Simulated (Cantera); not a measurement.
# Adiabatic ignition

An adiabatic, constant-pressure homogeneous reactor starts with 5.80 % CH4, 3.13 % H2, 19.1 % O2, 72.0 % N2, equivalence ratio 0.69, at 1748 K and 0.750 bar.

Model: GRI-Mech 3.0 (53 species, 325 reactions), integrated in Cantera.

| t (s) | T (K) | x CH4 | x H2 | x O2 | x CH3 | x CH2 | x NO2 | x CH2CO |
|---|---|---|---|---|---|---|---|---|
| 2.00e-6 | 1748 | 0.0580 | 0.0313 | 0.191 | 5.81e-6 | 2.13e-11 | <1e-12 | <1e-12 |
| 6.37e-6 | 1748 | 0.0580 | 0.0313 | 0.191 | 2.89e-5 | 2.83e-10 | <1e-12 | <1e-12 |
| 2.03e-5 | 1748 | 0.0578 | 0.0313 | 0.191 | 0.000197 | 9.66e-9 | <1e-12 | 4.11e-10 |
| 6.47e-5 | 1811 | 0.0439 | 0.0319 | 0.179 | 0.00465 | 1.30e-5 | 3.60e-11 | 5.56e-5 |
| 0.000206 | 2551 | <1e-12 | 0.0122 | 0.0636 | <1e-12 | <1e-12 | 7.50e-8 | <1e-12 |
| 0.000658 | 2703 | <1e-12 | 0.00888 | 0.0613 | <1e-12 | <1e-12 | 7.89e-7 | <1e-12 |
| 0.00210 | 2704 | <1e-12 | 0.00872 | 0.0588 | <1e-12 | <1e-12 | 2.64e-6 | <1e-12 |
| 0.00668 | 2698 | <1e-12 | 0.00872 | 0.0560 | <1e-12 | <1e-12 | 4.71e-6 | <1e-12 |
| 0.0213 | 2697 | <1e-12 | 0.00872 | 0.0555 | <1e-12 | <1e-12 | 5.04e-6 | <1e-12 |
| 0.0678 | 2697 | <1e-12 | 0.00872 | 0.0555 | <1e-12 | <1e-12 | 5.04e-6 | <1e-12 |
| 0.216 | 2697 | <1e-12 | 0.00872 | 0.0555 | <1e-12 | <1e-12 | 5.04e-6 | <1e-12 |
| 0.689 | 2697 | <1e-12 | 0.00872 | 0.0555 | <1e-12 | <1e-12 | 5.04e-6 | <1e-12 |
| 2.20 | 2697 | <1e-12 | 0.00872 | 0.0555 | <1e-12 | <1e-12 | 5.04e-6 | <1e-12 |
| 7.00 | 2697 | <1e-12 | 0.00872 | 0.0555 | <1e-12 | <1e-12 | 5.04e-6 | <1e-12 |
x: mole fraction; the columns are a selection and need not sum to one.

* **time of steepest temperature rise**: 79.1 µs
* **temperature at 7.00 s**: 2697 K
* **equilibrium temperature**: 2697 K
* **x(CH4) at 7.00 s**: <1e-12 (gas-phase equilibrium <1e-12)
* **x(H2) at 7.00 s**: 0.00872 (gas-phase equilibrium 0.00872)
* **x(O2) at 7.00 s**: 0.0555 (gas-phase equilibrium 0.0555)
